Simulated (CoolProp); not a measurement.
Vapour-liquid equilibrium of R22 (1) + R123 (2) at 301.5 K; x and y are mole fractions of (1).

The numbers come from the multi-fluid Helmholtz-energy mixture model, Kamei 1995 and Younglove 1994; pair parameters Bell 2016 in CoolProp.

| x | bubble pressure (bar) | y at the bubble point | dew pressure at overall composition x (bar) | liquid density (mol/L) |
|---|---|---|---|---|
| 0.05 | 1.473 | 0.322 | … | 9.682 |
| 0.125 | 2.174 | 0.566 | 1.169 | 9.939 |
| 0.2 | 2.910 | 0.696 | 1.269 | 10.20 |
| 0.275 | 3.669 | 0.776 | 1.387 | 10.48 |
| 0.35 | 4.441 | … | 1.530 | 10.76 |
| 0.425 | 5.217 | 0.868 | 1.706 | 11.05 |
| 0.5 | 5.993 | 0.896 | 1.926 | 11.36 |
| 0.575 | 6.769 | … | 2.212 | 11.67 |
| 0.65 | 7.546 | 0.938 | 2.597 | 11.99 |
| 0.725 | 8.330 | 0.953 | 3.143 | 12.32 |
| 0.8 | 9.127 | 0.967 | 3.978 | 12.66 |
| 0.875 | 9.950 | 0.980 | 5.395 | 13.01 |
| 0.95 | 10.81 | … | 8.155 | … |

**Question.** Some entries are withheld; supply them.

**Answer.** 
- 0.05, dew pressure at overall composition x (bar): 1.083
- 0.35, y at the bubble point: 0.830
- 0.575, y at the bubble point: 0.919
- 0.95, y at the bubble point: 0.992
- 0.95, liquid density (mol/L): 13.37

No azeotrope shows between x = 0.05 and 0.95.

The pair parameters rest on a limited set of measurements; away from them the model extrapolates.
